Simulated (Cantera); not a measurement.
NaOH + H2 (calcination and drying)

Input: 1 mol NaOH, 0.043 mol H2, at 1.00 bar.

Equilibrium computed with Cantera from the NASA thermochemical tables; the gas is ideal and each condensed phase is pure. Candidate condensed phases: H2O, Na, NaOH, NaO2, Na2O, Na2O2; 16 gas species. Kinetics and transport are ignored.

| T (K) | x H2 | x NaOH | x H2O | x Na | x O2 | n NaOH(l) |
|---|---|---|---|---|---|---|
| 675 | 1.000 | 3.48e-10 | 1.07e-6 | 1.07e-6 | <1e-12 | 1.00 |
| 775 | 1.000 | 3.81e-8 | 2.22e-5 | 2.21e-5 | <1e-12 | 1.000 |
| 875 | 1.000 | 1.35e-6 | 0.000221 | 0.000220 | <1e-12 | 1.000 |
| 975 | 0.997 | 2.20e-5 | 0.00133 | 0.00133 | <1e-12 | 1.000 |
| 1075 | 0.989 | 0.000206 | 0.00564 | 0.00561 | <1e-12 | 1.000 |
| 1175 | 0.962 | 0.00129 | 0.0183 | 0.0181 | <1e-12 | 0.999 |
| 1275 | 0.898 | 0.00589 | 0.0480 | 0.0475 | <1e-12 | 0.997 |
| 1375 | 0.768 | 0.0212 | 0.106 | 0.104 | <1e-12 | 0.993 |
| 1475 | 0.544 | 0.0633 | 0.196 | 0.194 | <1e-12 | 0.983 |
| 1575 | 0.245 | 0.162 | 0.296 | 0.292 | 3.52e-11 | 0.950 |
| 1675 | 0.0310 | 0.368 | 0.299 | 0.297 | 2.21e-8 | 0.840 |
| 1775 | 0.000119 | 0.754 | 0.116 | 0.119 | 0.00174 | 0.317 |
| 1875 | 9.49e-5 | 0.735 | 0.108 | 0.136 | 0.0143 | 0 |
| 1975 | 0.000193 | 0.665 | 0.127 | 0.176 | 0.0245 | 0 |
x: gas mole fraction; n: condensed amount in mol.

From 675 K to 1775 K the condensed part is NaOH(l). From 1875 K to 1975 K nothing is condensed. The main Na-bearing gas is Na at 675 K and NaOH at 1975 K.
